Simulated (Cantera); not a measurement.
Feed: 1 mol borazine, 11 mol H2O, equilibrated at 900 K and 10.0 mbar.

Equilibrium computed with Cantera from the NASA thermochemical tables; the gas is ideal and each condensed phase is pure. Candidate condensed phases: B, BN, B2O3, B3O3H3, H2O; 39 gas species. The feed counts by its element totals alone. Gases not in the tables: H3BO3. Equilibrium is a limit: real reactors are often held back by kinetics, nucleation or transport.

Task: What is the equilibrium state?

Result: 
| Property | Value |
|---|---|
| x(H2) | 0.484 |
| x(H2O) | 0.418 |
| x(N2) | 0.0968 |
| x((HBO2)3) | 0.00130 |
| x(HBO2) | 1.63e-5 |
| x(NH3) | 1.27e-6 |
| n(B2O3(l)) | 1.47 mol |
| gas amount | 15.49 mol |
| log10 activity of B(s) (absent) | -12.86 |
| log10 activity of B3O3H3(s) (absent) | -22.13 |
